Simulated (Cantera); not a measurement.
Charge: 1 mol V2O5, 0.7 mol H2, 8.5 mol H2O, held at 1123 K and 40.0 Pa.

Equilibrium computed with Cantera from the NASA thermochemical tables; the gas is ideal and each condensed phase is pure. Candidate condensed phases: H2O, V, VO, V2O3, V2O4, V2O5; 12 gas species. Condensed phases not in the tables: the oxides between V2O3 and V2O5 other than VO2. Kinetics and transport are ignored.

Base state: H2O 0.984, O2 0.0160, OH 1.14e-5 (mole fractions); condensed: V2O4(s).

Problem. What changes in the equilibrium state with this change: temperature from 1123 K to 748.15 K?

Solution. 
```json
[
 {"species": "H2O", "before": "0.984", "after": "1.000"},
 {"species": "O2", "before": "0.0160", "after": "3.27e-5"},
 {"species": "OH", "before": "1.14e-5", "after": "<1e-9"},
 {"species": "V2O4(s), mol", "before": "1.00", "after": "0.701"},
 {"species": "V2O5(s), mol", "before": "0", "after": "0.299"}
]
```
Gases not in the tables: V4O10.
